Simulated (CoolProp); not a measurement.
Properties of R1234ze(Z) along the isotherm 4.85 °C.

Model: reference Helmholtz-energy equation of state, Akasaka 2019, in CoolProp.

```tsv
p (MPa)	phase	density (kg/m³)	cp (kJ/(kg K))
0.136	liquid	1276	1.220
0.272	liquid	1277	1.219
0.407	liquid	1277	1.219
0.543	liquid	1278	1.218
0.679	liquid	1278	1.218
0.815	liquid	1278	1.217
0.951	liquid	1279	1.217
1.09	liquid	1279	1.217
1.22	liquid	1279	1.216
1.36	liquid	1280	1.216
1.49	liquid	1280	1.215
1.63	liquid	1281	1.215
1.77	liquid	1281	1.215
```
